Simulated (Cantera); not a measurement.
Cantera run:

```python
import numpy as np
import cantera as ct

gas_names = """
    C CH CH2 CH3 CH2OH CH3O CH4 CH3OH CN CO CO2 COOH C2 C2H CHCO,ketyl C2H2,acetylene C2H2,vinylidene
    CH2CO,ketene C2H3,vinyl CH3CN CH3CO,acetyl C2H4 C2H4O,ethylen CH3CHO,ethanal CH3COOH (HCOOH)2 C2H5
    C2H6 CH3OCH3 C2H5OH CCN CNC C2N2 C2O C3 C3H3,propargyl C3H4,allene C3H4,propyne C3H4,cyclo-
    C3H5,allyl C3H6,propylene C3H6,cyclo- C3H6O C3H7,n-propyl C3H7,i-propyl C3H8 C3H8O,1propanol
    C3H8O,2propanol C3O2 C4 C4H2 C4H4,1,3-cyclo- C4H6,butadiene C4H6,2-butyne C4H6,cyclo- C4H8,1-butene
    C4H8,cis2-buten C4H8,tr2-butene C4H8,isobutene C4H8,cyclo- (CH3COOH)2 C4H9,n-butyl C4H9,i-butyl
    C4H9,s-butyl C4H9,t-butyl C4H10,isobutane C4H10,n-butane C4N2 C5 C5H6,1,3cyclo- C5H8,cyclo-
    C5H10,1-pentene C5H10,cyclo- C5H11,pentyl C5H11,t-pentyl C5H12,n-pentane C5H12,i-pentane
    CH3C(CH3)2CH3 C6H2 C6H5,phenyl C6H5O,phenoxy C6H6 C6H5OH,phenol C6H10,cyclo- C6H12,1-hexene
    C6H12,cyclo- C6H13,n-hexyl C7H7,benzyl C7H8 C7H8O,cresol C7H14,1-heptene C7H15,n-heptyl
    C7H16,n-heptane C8H8,styrene C8H10,ethylbenz C8H16,1-octene C8H17,n-octyl C8H18,isooctane
    C8H18,n-octane C9H19,n-nonyl C10H8,naphthale C10H21,n-decyl C12H9,o-bipheny C12H10,bipheny H HCN HCO
    HCCN HNC HNCO HNO HNO2 HNO3 HO2 H2 HCHO,formaldehy HCOOH H2O H2O2 N NCO NH NH2 NH3 NH2OH NO NO2 NO3
    N2 N2H2 N2H4 N2O O OH O2 O3 Si SiC SiC2 SiC4H12 SiH SiH2 SiH3 SiH4 SiN SiO SiO2 Si2 Si2C Si2N Si3
""".split()
cond_names = """
    C(gr) C6H6(L) C7H8(L) C8H18(L),n-octa H2O(s) H2O(L) Si(cr) Si(L) SiC(b) SiO2(Lqz) SiO2(hqz) SiO2(L)
    Si2N2O(s) Si3N4(a)
""".split()


def load(file, names, dense=False):
    # The tables refer to 1 bar. Condensed volumes are neglected.
    table = {s.name: s for s in ct.Species.list_from_file(file)}
    out = []
    for n in names:
        d = dict(table[n].input_data)
        d["thermo"] = dict(d["thermo"], **{"reference-pressure": 1e5})
        if dense:
            d["equation-of-state"] = {"model": "constant-volume", "density": "1e6 g/cm^3"}
        out.append(ct.Species.from_dict(d))
    return out


gas = ct.Solution(thermo="ideal-gas", species=load("nasa_gas.yaml", gas_names))
cond = {s.name: ct.Solution(thermo="fixed-stoichiometry", species=[s], name=s.name)
        for s in load("nasa_condensed.yaml", cond_names, dense=True)}
atoms = {
    'Si2H6': {'Si': 2, 'H': 6},
    'NO': {'N': 1, 'O': 1},
    'H2': {'H': 2},
    'CO2': {'C': 1, 'O': 2},
}
top_T = {'C(gr)': 4500, 'SiC(b)': 3050, 'Si2N2O(s)': 2100, 'Si3N4(a)': 2400}  # K; cautious upper limits of use, not melting points


def equilibrate(T, P, feed):
    n = {}
    for name, mol in feed.items():
        for a, k in atoms[name].items():
            n[a] = n.get(a, 0.0) + k * mol
    gas.TPX = T, P, n
    mass = sum(n.values()) * gas.mean_molecular_weight
    gas.equilibrate("TP")
    valid = [c for c in cond.values() if c.min_temp <= T <= top_T.get(c.name, c.max_temp)]
    mix = ct.Mixture([(gas, mass / gas.mean_molecular_weight)] + [(c, 0.0) for c in valid])
    mix.T, mix.P = T, P
    mix.equilibrate("TP", solver="vcs", rtol=1e-11, max_steps=5000)
    return mix


results = []
feed = {'Si2H6': 1, 'NO': 5.8, 'H2': 38, 'CO2': 0.33}  # mol
P = 3800  # Pa
for T in [750, 825, 900, 975, 1050, 1125, 1200, 1275, 1350, 1425, 1500, 1575]:
    mix = equilibrate(T, P, feed)
    results.append((T, P, feed, dict(zip(mix.species_names, mix.species_moles))))

top = {s: max(r[3][s] / sum(r[3][g] for g in gas_names) for r in results) for s in gas_names}
cols = sorted((s for s in top if top[s] > 1e-05), key=lambda s: -top[s])[:7]
seen = [c for c in cond_names if any(r[3].get(c, 0) > 1e-12 for r in results)]
print("log10 of partial pressures in bar; condensed amounts in mol")
print(f"{'T/K':>10s}" + "".join(f"{s[:9]:>10s}" for s in cols + seen))
for T, P, feed, n in results:
    ng = sum(n[g] for g in gas_names)
    print(f"{T:10.4g}" + "".join(f"{np.log10(max(n[s] / ng * P / 1e5, 1e-99)):10.3f}" for s in cols)
          + "".join(f"{n.get(c, 0):10.4g}" for c in seen))
```

Result:

```
log10 of partial pressures in bar; condensed amounts in mol
       T/K        H2        N2       H2O        CO       CH4       CO2         H SiO2(Lqz) SiO2(hqz)
       750    -1.480    -2.599    -2.686    -4.356    -3.646    -4.775   -13.240         2         0
       825    -1.477    -2.603    -2.735    -3.701    -4.338    -4.407   -11.839         2         0
       900    -1.476    -2.603    -2.744    -3.604    -5.409    -4.510   -10.670         0         2
       975    -1.476    -2.604    -2.743    -3.584    -6.391    -4.647    -9.680         0         2
      1050    -1.476    -2.604    -2.742    -3.574    -7.244    -4.769    -8.829         0         2
      1125    -1.476    -2.604    -2.741    -3.568    -7.988    -4.874    -8.090         0         2
      1200    -1.476    -2.604    -2.740    -3.564    -8.640    -4.966    -7.443         0         2
      1275    -1.476    -2.604    -2.740    -3.561    -9.217    -5.046    -6.871         0         2
      1350    -1.476    -2.604    -2.739    -3.559    -9.730    -5.116    -6.361         0         2
      1425    -1.476    -2.604    -2.739    -3.558   -10.189    -5.178    -5.904         0         2
      1500    -1.476    -2.604    -2.739    -3.557   -10.602    -5.232    -5.493         0         2
      1575    -1.476    -2.604    -2.739    -3.556   -10.975    -5.281    -5.120         0         2
```

These are equilibrium values from Cantera (NASA tables, ideal gas, pure condensed phases), not measurements of a reactor. The feed counts by its element totals alone. The tables hold silica as quartz up to 1696 K and as liquid above; real silica turns to tridymite and cristobalite and melts near 1996 K.
